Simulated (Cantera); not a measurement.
Feed: 1 mol BF3, 0.79 mol H2O, 0.18 mol N2, held at 75.0 Torr.

Cantera equilibrium calculation (NASA polynomials, part measured and part estimated; ideal gas, pure solids and liquids). Candidate condensed phases: B, BN, B2O3, B3O3H3, H2O; 62 gas species. The tables' values for BF2 are old estimates; treat these amounts as uncertain. Equilibrium is a limit: real reactors are often held back by kinetics, nucleation or transport. All values below are at 1748 K.

Base state: HF 0.519, BOF 0.249, BF3 0.121, N2 0.0680, H2O 0.0353, HBO2 0.00639, H2 0.000336, O2 0.000118 (mole fractions); condensed: gas only.

Question: What changes in the equilibrium state with this change: N2 from 0.18 to 13 mol?

Answer: 
```csv
species,before,after
N2,0.0680,0.836
HF,0.519,0.0975
BOF,0.249,0.0482
H2O,0.0353,0.00185
BF3,0.121,0.0158
B3O3F3,8.99e-5,6.50e-7
HBO2,0.00639,0.000345
B2O3,7.67e-5,4.27e-6
BOF2,7.43e-5,6.61e-6
O2,0.000118,1.17e-5
```
